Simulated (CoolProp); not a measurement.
Properties of normal hydrogen along the isotherm 35.2 K (Tc = 33.1 K, pc = 1.296 MPa, ω = -0.219).

The numbers come from the reference Helmholtz-energy equation of state, Leachman 2009 in CoolProp.

| p (MPa) | phase | viscosity (µPa s) | conductivity (mW/(m K)) |
|---|---|---|---|
| 0.041 | gas | 1.77 | 27.5 |
| 0.0638 | gas | 1.77 | 27.7 |
| 0.0994 | gas | 1.77 | 28.0 |
| 0.155 | gas | 1.78 | 28.5 |
| 0.241 | gas | 1.79 | 29.2 |
| 0.375 | gas | 1.81 | 30.4 |
| 0.584 | gas | 1.85 | 32.5 |
| 0.91 | gas | 1.95 | 36.4 |
| 1.42 | supercritical | 2.32 | 51.0 |
| 2.21 | supercritical | 5.14 | 88.6 |
| 3.43 | supercritical | 6.68 | 99.2 |
| 5.35 | supercritical | 8.12 | 108 |
| 8.33 | supercritical | 9.78 | 117 |
| 13 | supercritical | 11.9 | 129 |

Viscosity comes from a separate model (Muzny 2013). Thermal conductivity comes from a separate model (Assael 2011).
